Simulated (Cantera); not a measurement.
Charge: 1 mol SiH₄, 0.93 mol N₂O, 94 mol N₂, held at 1248 K and 0.540 bar.

Equilibrium computed with Cantera from the NASA thermochemical tables; the gas is ideal and each condensed phase is pure. Candidate condensed phases: H₂O, Si, SiO₂, Si₂N₂O, Si₃N₄; 35 gas species. Mutual solubility and eutectic melting of coexisting phases are not modelled. The tables hold silica as quartz up to 1696 K and as liquid above; real silica turns to tridymite and cristobalite and melts near 1996 K. Equilibrium is a limit: real reactors are often held back by kinetics, nucleation or transport.

Base state: N₂ 0.979, H₂ 0.0207 (mole fractions); condensed: SiO₂(β-quartz) + Si₂N₂O(s).

Q: What changes in the equilibrium state with this change: 0.99 mol H₂O added?

A: 
```csv
species,before,after
N₂,0.979,0.969
H₂,0.0207,0.0305
"SiO₂(β-quartz), mol",0.286,0.946
"Si₂N₂O(s), mol",0.357,0.0270
```

Q: What changes in the equilibrium state with this change: SiH₄ replaced by Si₂H₆?

A: 
```tsv
species	before	after
N₂	0.979	0.969
H₂	0.0207	0.0310
SiO₂(β-quartz), mol	0.286	0
Si₂N₂O(s), mol	0.357	0.930
Si₃N₄(s), mol	0	0.0467
```
The feed counts by its element totals alone.
